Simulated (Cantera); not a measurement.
Cantera run:

```python
import numpy as np
import cantera as ct

gas_names = """
    H HNO HNO2 HNO3 HO2 H2 H2O H2O2 N NH NH2 NH3 NH2OH NO NO2 NO3 N2 N2H2 N2H4 N2O O OH O2 O3
""".split()
cond_names = """
    H2O(s) H2O(L)
""".split()


# ... load() reads the species with a 1 bar reference pressure and builds the phases ...
atoms = {
    'N2O': {'N': 2, 'O': 1},
    'O2': {'O': 2},
    'H2': {'H': 2},
}
top_T = {}  # K; cautious upper limits of use, not melting points


# ... equilibrate(T, P, feed) seeds the gas with the atoms and calls Mixture.equilibrate('TP', solver="vcs", rtol=1e-11, max_steps=5000) ...
results = []
T = 1923  # K
P = 7600000  # Pa
for m in [0.63, 0.87, 1.2, 1.6, 2.3, 3.1, 4.3, 5.9, 8.1, 11, 15]:
    feed = {'N2O': 1, 'O2': 0.8, 'H2': m}  # mol
    mix = equilibrate(T, P, feed)
    results.append((T, P, feed, dict(zip(mix.species_names, mix.species_moles))))
    x = sorted(zip(gas.X, gas.species_names), reverse=True)
    print(f"T = {T:g} K  P = {P:g} Pa  n(H2) = {m:g} mol  gas = {mix.phase_moles(0):.4g} mol")
    print("   x: " + "  ".join(f"{s} {v:.3e}" for v, s in x if v > 1e-06))
    print("   condensed (mol): " + ("  ".join(f"{mix.phase(i).name} {mix.phase_moles(i):.4g}"
          for i in range(1, mix.n_phases) if mix.phase_moles(i) > 1e-12) or "none"))
```

Result:

```
T = 1923 K  P = 7.6e+06 Pa  n(H2) = 0.63 mol  gas = 2.615 mol
   x: N2 3.794e-01  O2 3.734e-01  H2O 2.404e-01  NO 5.686e-03  OH 8.388e-04  NO2 1.311e-04  O 2.537e-05  HO2 1.452e-05  H2 7.110e-06  HNO2 6.254e-06  N2O 1.951e-06  H2O2 1.883e-06
   condensed (mol): none
T = 1923 K  P = 7.6e+06 Pa  n(H2) = 0.87 mol  gas = 2.736 mol
   x: N2 3.630e-01  H2O 3.176e-01  O2 3.133e-01  NO 5.094e-03  OH 9.226e-04  NO2 1.076e-04  O 2.324e-05  HO2 1.463e-05  H2 1.025e-05  HNO2 6.163e-06  H2O2 2.278e-06  N2O 1.709e-06
   condensed (mol): none
T = 1923 K  P = 7.6e+06 Pa  n(H2) = 1.2 mol  gas = 2.901 mol
   x: H2O 4.132e-01  N2 3.425e-01  O2 2.388e-01  NO 4.321e-03  OH 9.833e-04  NO2 7.969e-05  O 2.029e-05  H2 1.528e-05  HO2 1.361e-05  HNO2 5.571e-06  H2O2 2.588e-06  N2O 1.408e-06
   condensed (mol): none
T = 1923 K  P = 7.6e+06 Pa  n(H2) = 1.6 mol  gas = 3.101 mol
   x: H2O 5.155e-01  N2 3.208e-01  O2 1.592e-01  NO 3.414e-03  OH 9.924e-04  NO2 5.142e-05  H2 2.334e-05  O 1.657e-05  HO2 1.122e-05  HNO2 4.443e-06  H2O2 2.636e-06  N2O 1.077e-06
   condensed (mol): none
T = 1923 K  P = 7.6e+06 Pa  n(H2) = 2.3 mol  gas = 3.451 mol
   x: H2O 6.660e-01  N2 2.889e-01  O2 4.244e-02  NO 1.673e-03  OH 8.105e-04  H2 5.843e-05  NO2 1.300e-05  O 8.551e-06  HO2 4.729e-06  HNO2 1.778e-06  H2O2 1.758e-06
   condensed (mol): none
T = 1923 K  P = 7.6e+06 Pa  n(H2) = 3.1 mol  gas = 4.1 mol
   x: H2O 6.341e-01  N2 2.439e-01  H2 1.219e-01  H 3.773e-05  NH3 3.670e-05  OH 1.690e-05
   condensed (mol): none
T = 1923 K  P = 7.6e+06 Pa  n(H2) = 4.3 mol  gas = 5.299 mol
   x: H2O 4.906e-01  H2 3.206e-01  N2 1.886e-01  NH3 1.376e-04  H 6.118e-05  OH 8.061e-06
   condensed (mol): none
T = 1923 K  P = 7.6e+06 Pa  n(H2) = 5.9 mol  gas = 6.899 mol
   x: H2 4.780e-01  H2O 3.769e-01  N2 1.448e-01  NH3 2.196e-04  H 7.471e-05  OH 5.071e-06
   condensed (mol): none
T = 1923 K  P = 7.6e+06 Pa  n(H2) = 8.1 mol  gas = 9.098 mol
   x: H2 6.041e-01  H2O 2.858e-01  N2 1.098e-01  NH3 2.716e-04  H 8.399e-05  OH 3.420e-06
   condensed (mol): none
T = 1923 K  P = 7.6e+06 Pa  n(H2) = 11 mol  gas = 12 mol
   x: H2 6.997e-01  H2O 2.167e-01  N2 8.321e-02  NH3 2.948e-04  H 9.039e-05  OH 2.410e-06
   condensed (mol): none
T = 1923 K  P = 7.6e+06 Pa  n(H2) = 15 mol  gas = 16 mol
   x: H2 7.747e-01  H2O 1.625e-01  N2 6.237e-02  NH3 2.973e-04  H 9.511e-05  OH 1.718e-06
   condensed (mol): none
```

These are equilibrium values from Cantera (NASA tables, ideal gas, pure condensed phases), not measurements of a reactor. The ideal-gas law is rough above about 30 bar.
